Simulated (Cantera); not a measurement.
Feed: 1 mol C₂H₆, 91 mol H₂, 0.16 mol O₂, held at 1923.15 K and 1950 Torr.

Equilibrium computed with Cantera from the NASA thermochemical tables; the gas is ideal and each condensed phase is pure. Candidate condensed phases: C, C₆H₆, C₇H₈, C₈H₁₈, H₂O; 110 gas species. The numbers say what is thermodynamically allowed, not how fast it happens.

Base state: H₂ 0.994, CO 0.00339, CH₄ 0.00135, H 0.000583, C₂H₂ (acetylene) 0.000449, CH₃ 1.58e-5, C₂H₄ 1.22e-5 (mole fractions); condensed: C(graphite).

Problem. What changes in the equilibrium state with this change: O₂ from 0.16 to 0.11 mol?

Solution. 
```tsv
species	before	after
H₂	0.994	0.995
CO	0.00339	0.00234
CH₄	0.00135	0.00135
C₂H₄	1.22e-5	1.23e-5
CH₃	1.58e-5	1.59e-5
C(graphite), mol	1.46	1.56
```
